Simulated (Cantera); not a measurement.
An isothermal, constant-pressure homogeneous reactor starts with 37.5 % CH₄, 60.0 % H₂O, 2.55 % H₂, at 1525 K and 1.30 bar.

Model: GRI-Mech 3.0 (53 species, 325 reactions), integrated in Cantera.

One state of this run: x CH₄ = 0.309; x H₂O = 0.573; x H₂ = 0.0930; x HCO = 4.43e-10; x H₂O₂ = <1e-12. x: mole fraction; the columns are a selection and need not sum to one.

Task: Which value of t (s) does it belong to?
A. 2.00e-6
B. 0.0317
C. 0.00948
D. 6.70e-6

Result: B, 0.0317
